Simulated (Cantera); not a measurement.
Charge: 1 mol C₂F₆, 0.12 mol CH₄, at 2.80 mbar.

These are equilibrium values from Cantera (NASA tables, ideal gas, pure condensed phases), not measurements of a reactor. Candidate condensed phases: C, C₆H₆, C₇H₈, C₈H₁₈; 95 gas species. The feed counts by its element totals alone. Gases not in the tables: C₂F₆ and larger saturated fluorocarbons. Kinetics and transport are ignored.

Q: At 1127 °C, list the 5 most abundant gas species with their mole fractions, and the condensed phases.

A: CF₄ 0.742, HF 0.258, CF₂ 0.000140, CF₃ 2.97e-5, F 2.45e-5. Condensed: C(graphite).
